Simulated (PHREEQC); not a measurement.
Leach liquor (model solution)

Solution (25 °C): 0.22 mol/kgw HCl, 0.00012 mol/kgw Li2SO4 and 0.00053 mol/kgw Na2SO4. Closed to the air; pH follows from the charge balance.

All values are PHREEQC results (ion-association model, wateq4f.dat), not measurements.

Each row changes one thing in this solution. No solid was allowed to form.

| case | pH | HSO4- (mol/kgw) | SO4-2 (mol/kgw) |
|---|---|---|---|
| as made | 0.76 | 0.000565 | 8.54e-5 |
| Na2SO4 replaced by NiSO4 at the same molality | 0.76 | 0.000564 | 8.54e-5 |
| Na2SO4 from 0.00053 to 0.000106 mol/kgw | 0.76 | 0.000196 | 2.96e-5 |
| diluted 10-fold with water | 1.71 | 3.60e-5 | 2.90e-5 |
| temperature from 25 to 70 °C | 0.77 | 0.000617 | 3.32e-5 |
| Na2SO4 from 0.00053 to 0.00106 mol/kgw | 0.76 | 0.00102 | 0.000155 |
| Li2SO4 left out | 0.76 | 0.000460 | 6.96e-5 |

Complexes and solids missing from the database can't appear. At this temperature some constants are extrapolated from 25 °C, and those without enthalpy data are left unchanged.
